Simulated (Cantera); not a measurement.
Mixture: CH4 : O2 : N2 = 1 : 1.54 : 5.78 (molar parts), equivalence ratio 1.3, at 3750 Torr, adiabatic and at constant volume. Ignition delay is the time to a rise of 400 K.

Computed with Cantera and GRI-Mech 3.0 (53 species, 325 reactions).

**Question.** What does this change do: pressure from 3750 Torr to 2700 Torr?

**Answer.** 
```csv
quantity,before,after
delay at 1025 K,0.133 s,0.195 s
delay at 1175 K,15.1 ms,21.3 ms
delay at 1325 K,2.32 ms,3.14 ms
delay at 1475 K,0.449 ms,0.589 ms
apparent activation energy between 1400 and 1550 K,190 kJ/mol,190 kJ/mol
```
